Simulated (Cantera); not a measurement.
A Cantera script and what it prints.

```python
import numpy as np
import cantera as ct

gas_names = """
    H2O O2 OH
""".split()
cond_names = """

""".split()


# ... load() reads the species with a 1 bar reference pressure and builds the phases ...
species = {s.name: s for s in load("nasa_gas.yaml", gas_names) + load("nasa_condensed.yaml", cond_names)}
# Each term lists the table entries of one substance; the one whose range holds T is used.
reactions = {
    '2 H2O(g) + O2(g) = 4 OH(g)':
        [(-2, ['H2O']), (-1, ['O2']), (4, ['OH'])],
}


def pick(names, T):
    return next(species[n] for n in names if species[n].thermo.min_temp <= T <= species[n].thermo.max_temp)


results = []
for label, terms in reactions.items():
    print(label)
    print("     T/K   dH/kJ  dS/(J/K)   dG/kJ   log10 K")
    for T in [300, 850, 900, 950, 1000, 1050, 1100, 1150, 1200]:
        used = [(nu, pick(names, T)) for nu, names in terms]
        dH = sum(nu * s.thermo.h(T) for nu, s in used) / 1e6
        dS = sum(nu * s.thermo.s(T) for nu, s in used) / 1e3
        dG = dH - T * dS / 1e3
        logK = -dG * 1e6 / (ct.gas_constant * T * np.log(10))
        results.append((label, T, dH, dS, dG, logK, [s.name for _, s in used]))
        print(f"{T:8g} {dH:8.1f} {dS:8.1f} {dG:8.1f} {logK:8.2f}")
```

It prints:

```
2 H2O(g) + O2(g) = 4 OH(g)
     T/K   dH/kJ  dS/(J/K)   dG/kJ   log10 K
     300    641.1    152.3    595.4  -103.66
     850    649.1    168.8    505.6   -31.07
     900    649.4    169.2    497.1   -28.85
     950    649.7    169.6    488.6   -26.87
    1000    650.0    169.8    480.2   -25.08
    1050    650.3    170.1    471.7   -23.46
    1100    650.5    170.3    463.1   -21.99
    1150    650.7    170.5    454.6   -20.65
    1200    650.9    170.6    446.1   -19.42
```

Cantera with NASA thermochemical tables; ideal gases at 1 bar, condensed phases pure. Condensed species are held in their standard states even where they would react or evaporate.
